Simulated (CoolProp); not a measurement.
C3F8 (R218) along the isobar 21.8 bar: fugacity coefficient from the reference equation and from simpler models built on Tc = 345.0 K, pc = 26.40 bar, ω = 0.317; each cubic takes its own stable root.

Values from CoolProp's reference Helmholtz-energy equation of state, Lemmon 2006. It is a short technical equation, of lower accuracy than the large ones.

| T (K) | phase | reference |
|---|---|---|
| 283.4 | liquid | 0.2456 |
| 293.9 | liquid | 0.3183 |
| 304.3 | liquid | 0.4004 |
| 314.7 | liquid | 0.4913 |
| 325.2 | liquid | 0.5898 |
| 346.1 | gas | 0.7317 |
| 356.5 | gas | 0.7612 |
| 366.9 | gas | 0.7860 |
| 377.4 | gas | 0.8077 |
| 387.8 | gas | 0.8264 |
| 398.2 | gas | 0.8429 |
| 408.7 | gas | 0.8578 |
| 419.1 | gas | 0.8709 |
| 429.6 | gas | 0.8829 |
| 440 | gas | 0.8936 |

Problem. How far does each simpler model (van der Waals, Redlich-Kwong, Soave-Redlich-Kwong, Peng-Robinson) lie from the reference over these 15 states: mean and median of the absolute difference, and the worst?

Solution. 
- van der Waals: mean 17.2 %, median 2.4 %, worst +85.9 % at 283.4 K and 21.8 bar
- Redlich-Kwong: mean 7.5 %, median 2.4 %, worst +31.9 % at 283.4 K and 21.8 bar
- Soave-Redlich-Kwong: mean 0.8 %, median 0.2 %, worst +2.3 % at 293.9 K and 21.8 bar
- Peng-Robinson: mean 2.2 %, median 2.2 %, worst -3.1 % at 356.5 K and 21.8 bar
